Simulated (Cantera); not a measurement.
# Silicon nitride deposition: Si₂Cl₆ + N₂ + H₂

Input: 1 mol Si₂Cl₆, 9.5 mol N₂, 0.78 mol H₂, at 133 Pa.

Method: chemical equilibrium by Gibbs-energy minimisation in Cantera with the NASA 1993 tables (ideal gas, pure condensed phases). Candidate condensed phases: NH₄Cl, Si, Si₃N₄; 28 gas species. The feed counts by its element totals alone. N₂ is the only nitrogen source here; it is nearly inert below about 1500 K, so the nitride shown seldom forms there in practice. The tables' values for SiCl₃ are old estimates; treat these amounts as uncertain. Rates play no part.

```
T (K)   x N₂  x HCl  x SiCl₄     x H₂   x SiCl₃  n Si₃N₄(s)
-----  -----  -----  -------  -------  --------  ----------
1025   0.773  0.118   0.0998  0.00834  0.000432       0.280
1050   0.773  0.119   0.0994  0.00806  0.000686       0.280
1075   0.773  0.119   0.0989  0.00780   0.00106       0.280
1100   0.773  0.120   0.0982  0.00756   0.00161       0.280
1125   0.772  0.120   0.0973  0.00734   0.00239       0.279
1150   0.772  0.120   0.0960  0.00715   0.00348       0.277
1175   0.771  0.120   0.0940  0.00698   0.00496       0.273
1200   0.770  0.120   0.0912  0.00684   0.00689       0.268
```
x: gas mole fraction; n: condensed amount in mol.

From 1025 K to 1200 K the condensed part is Si₃N₄(s). The main Si-bearing gas is SiCl₄ throughout.
